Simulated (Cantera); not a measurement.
Gas mixture: 100 % O₂, at 0.000250 bar, frozen composition.

Cantera's kinetic-theory transport with the Lennard-Jones parameters of GRI-Mech 3.0, ideal gas; thermal conductivity in the multicomponent form.

One state of this run: ρ (kg/m³) = 0.000137; cp (J/kg/K) = 1031; μ (µPa s) = 37.8; λ (mW/m/K) = 54.9; Pr = 0.710; D (cm²/s) H = 22600; D (cm²/s) C₂H₂ = 3020; D (cm²/s) NH₃ = 4340. D: mixture-averaged diffusion coefficient of that species in the mixture.

### Question
Which value of T (K) does it belong to?
A. 1300
B. 700
C. 400
D. 1000

### Answer
B, 700
